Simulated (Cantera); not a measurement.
Standard-state values (1 bar) from the NASA 1993 polynomials, evaluated with Cantera. Values are per mole of reaction as written; species without (g) are pure solids or liquids, kept so even where they would boil at 1 bar.

4 Nb + 10 OH(g) = 2 Nb₂O₅ + 5 H₂(g)

```
T (K)  ΔH° (kJ)  ΔS° (J/K)  ΔG° (kJ)  log10 K
-----  --------  ---------  --------  -------
2050    -3831.7     -799.7   -2192.2    55.86
2125    -3818.8     -793.6   -2132.5    52.42
2200    -3806.3     -787.8   -2073.2    49.22
2275        [?]        [?]       [?]      [?]
2350        [?]        [?]       [?]      [?]
```

**Question.** What belongs in the gaps?

**Answer.** 
- 2275, ΔH° (kJ): -3794.0
- 2275, ΔS° (J/K): -782.3
- 2275, ΔG° (kJ): -2014.3
- 2275, log10 K: 46.25
- 2350, ΔH° (kJ): -3782.0
- 2350, ΔS° (J/K): -777.1
- 2350, ΔG° (kJ): -1955.8
- 2350, log10 K: 43.47
